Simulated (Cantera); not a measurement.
A closed system holds: 1 mol FeS₂, 3.2 mol H₂, 5.8 mol H₂O, equilibrated at 1198 K and 13000 Pa.

Equilibrium computed with Cantera from the NASA thermochemical tables; the gas is ideal and each condensed phase is pure. FeS: taken at fixed stoichiometry. Gases not in the tables: S₃ to S₇. Equilibrium is a limit: real reactors are often held back by kinetics, nucleation or transport.

```json
[
 {"species": "H₂O", "before": "0.642", "after": "0.791"},
 {"species": "H₂S", "before": "0.105", "after": "0.0976"},
 {"species": "H₂", "before": "0.250", "after": "0.0892"},
 {"species": "S₂", "before": "0.00267", "after": "0.0180"},
 {"species": "SO₂", "before": "0.000126", "after": "0.00387"},
 {"species": "S₂O", "before": "4.27e-6", "after": "9.89e-5"},
 {"species": "SO", "before": "3.14e-6", "after": "2.80e-5"},
 {"species": "SH", "before": "9.30e-5", "after": "0.000144"},
 {"species": "FeS(s), mol", "before": "1.00", "after": "1.00"}
]
```
Gas species are given as mole fractions.

Problem. Name the change that produced these shifts.
A) pressure from 13000 Pa to 140000 Pa
B) temperature from 1198 K to 723 K
C) H₂ from 3.2 to 1.3 mol
D) pressure from 13000 Pa to 20000 Pa

Solution. C, H₂ from 3.2 to 1.3 mol
